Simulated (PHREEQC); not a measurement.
A solution holds 0.17 mol ZnBr2, 0.00011 mol KHF2 and 0.00083 mol H2S per kg of water, at 25 °C. Closed to the air; pH follows from the charge balance.

Model: ion-association model, wateq4f.dat, run in PHREEQC.

### Question
The ionic strength comes out as 0.502 mol/kgw. What activity coefficients do Br-, ZnF+, F-, K+, Zn+2 get?

### Answer
Br- 0.73, ZnF+ 0.73, F- 0.63, K+ 0.64, Zn+2 0.25.

Precipitation was switched off in this run. The solution is supersaturated, for example in ZnS(a), Sphalerite (slow to form), so a real one may precipitate; this is no full list. The polysulfide entries of wateq4f.dat were taken out for this run.
